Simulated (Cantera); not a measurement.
Input (Python, Cantera) and output of one run.

```python
import numpy as np
import cantera as ct

gas_names = [...]  # 49 gases of nasa_gas.yaml made of B, Cl, H, N, O
cond_names = """
    B(b) B(L) BN(s) B2O3(L) B3O3H3(cr) H2O(s) H2O(L) NH4CL(a) NH4CL(b)
""".split()


# ... load() reads the species with a 1 bar reference pressure and builds the phases ...
atoms = {
    'BCl3': {'B': 1, 'CL': 3},
    'H2O': {'H': 2, 'O': 1},
    'N2': {'N': 2},
}
top_T = {'BN(s)': 3200}  # K; cautious upper limits of use, not melting points


# ... equilibrate(T, P, feed) seeds the gas with the atoms and calls Mixture.equilibrate('TP', solver="vcs", rtol=1e-11, max_steps=5000) ...
results = []
feed = {'BCl3': 1, 'H2O': 2.5, 'N2': 1}  # mol
P = 133.322  # Pa
for T in [1598, 1698, 1798, 1898, 1998, 2098, 2198, 2298]:
    mix = equilibrate(T, P, feed)
    results.append((T, P, feed, dict(zip(mix.species_names, mix.species_moles))))

top = {s: max(r[3][s] / sum(r[3][g] for g in gas_names) for r in results) for s in gas_names}
cols = sorted((s for s in top if top[s] > 1e-06), key=lambda s: -top[s])[:7]
seen = [c for c in cond_names if any(r[3].get(c, 0) > 1e-12 for r in results)]
print("log10 of partial pressures in bar; condensed amounts in mol")
print(f"{'T/K':>10s}" + "".join(f"{s[:9]:>10s}" for s in cols + seen))
for T, P, feed, n in results:
    ng = sum(n[g] for g in gas_names)
    print(f"{T:10.4g}" + "".join(f"{np.log10(max(n[s] / ng * P / 1e5, 1e-99)):10.3f}" for s in cols)
          + "".join(f"{n.get(c, 0):10.4g}" for c in seen))
```

Result:

```
log10 of partial pressures in bar; condensed amounts in mol
       T/K       HCL        CL        N2      HBO2       H2O        H2         H
      1598    -3.148    -4.919    -3.618    -3.679    -3.863    -5.209    -6.879
      1698    -3.157    -4.641    -3.619    -3.694    -3.856    -4.931    -6.305
      1798    -3.172    -4.397    -3.623    -3.710    -3.852    -4.689    -5.798
      1898    -3.195    -4.184    -3.628    -3.731    -3.852    -4.481    -5.347
      1998    -3.229    -3.999    -3.636    -3.757    -3.858    -4.305    -4.947
      2098    -3.279    -3.842    -3.648    -3.793    -3.874    -4.163    -4.593
      2198    -3.348    -3.712    -3.667    -3.846    -3.907    -4.055    -4.282
      2298    -3.442    -3.611    -3.693    -3.927    -3.968    -3.985    -4.011
```

Cantera equilibrium calculation (NASA polynomials, part measured and part estimated; ideal gas, pure solids and liquids). The tables' values for BOCl are old estimates; treat these amounts as uncertain. Gases not in the tables: H3BO3.
